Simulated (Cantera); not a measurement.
Charge: 1 mol SiO2, 1800 mol H2, 1.6 mol H2O, held at 1527 °C and 170 Pa.

Method: chemical equilibrium by Gibbs-energy minimisation in Cantera with the NASA 1993 tables (ideal gas, pure condensed phases). Candidate condensed phases: H2O, Si, SiO2; 18 gas species. Equilibrium is a limit: real reactors are often held back by kinetics, nucleation or transport.

Base state: H2 0.989, H 0.00864, H2O 0.00144, SiO 0.000552 (mole fractions); condensed: gas only.

Task: What changes in the equilibrium state with this change: temperature from 1527 °C to 950 °C?

Result: 
```json
[
 {"species": "H2", "before": "0.989", "after": "0.999"},
 {"species": "H2O", "before": "0.00144", "after": "0.000888"},
 {"species": "H", "before": "0.00864", "after": "7.31e-6"},
 {"species": "SiO", "before": "0.000552", "after": "5.82e-8"},
 {"species": "SiO2(β-quartz), mol", "before": "0", "after": "1.000"}
]
```
The tables hold silica as quartz up to 1696 K and as liquid above; real silica turns to tridymite and cristobalite and melts near 1996 K.
